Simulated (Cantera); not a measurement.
A Cantera script and what it prints.

```python
import numpy as np
import cantera as ct

gas_names = [...]  # 91 gases of nasa_gas.yaml made of C, Cl, H
cond_names = """
    C(gr) C6H6(L) C7H8(L) C8H18(L),n-octa
""".split()


# ... load() reads the species with a 1 bar reference pressure and builds the phases ...
atoms = {
    'CH3Cl': {'C': 1, 'H': 3, 'CL': 1},
    'HCl': {'H': 1, 'CL': 1},
}
top_T = {'C(gr)': 4500}  # K; cautious upper limits of use, not melting points


# ... equilibrate(T, P, feed) seeds the gas with the atoms and calls Mixture.equilibrate('TP', solver="vcs", rtol=1e-11, max_steps=5000) ...
results = []
feed = {'CH3Cl': 1, 'HCl': 0.017}  # mol
T = 3323.15  # K
P = 210  # Pa
mix = equilibrate(T, P, feed)
results.append((T, P, feed, dict(zip(mix.species_names, mix.species_moles))))
print(gas.report(threshold=0.0001))
for i in range(1, mix.n_phases):
    print(f"{mix.phase(i).name:16s} {mix.phase_moles(i):12.5e} mol")
```

Result:

```
       temperature   3323.2 K
          pressure   210 Pa
           density   8.4372e-05 kg/m^3
  mean mol. weight   11.101 kg/kmol
   phase of matter   gas

                          1 kg             1 kmol
                     ---------------   ---------------
          enthalpy        3.0207e+07        3.3532e+08  J
   internal energy        2.7718e+07        3.0769e+08  J
           entropy             22467        2.4941e+05  J/K
    Gibbs function       -4.4455e+07        -4.935e+08  J
 heat capacity c_p            2050.7             22764  J/K
 heat capacity c_v            1301.7             14450  J/K

                      mass frac. Y      mole frac. X     chem. pot. / RT
                     ---------------   ---------------   ---------------
                 C          0.089891          0.083081           -5.4916
                C2          0.035653          0.016476           -10.983
               C2H         0.0025132         0.0011146           -27.255
                C3           0.10628          0.032743           -16.475
                CL            0.6961           0.21798           -27.178
                 H          0.058087            0.6397           -16.272
               HCL          0.009585         0.0029185            -43.45
                H2         0.0010404          0.005729           -32.544
     [  +83 minor]        0.00084973        0.00025572

C(gr)             0.00000e+00 mol
```

These are equilibrium values from Cantera (NASA tables, ideal gas, pure condensed phases), not measurements of a reactor. The tables' values for CCl are old estimates; treat these amounts as uncertain.
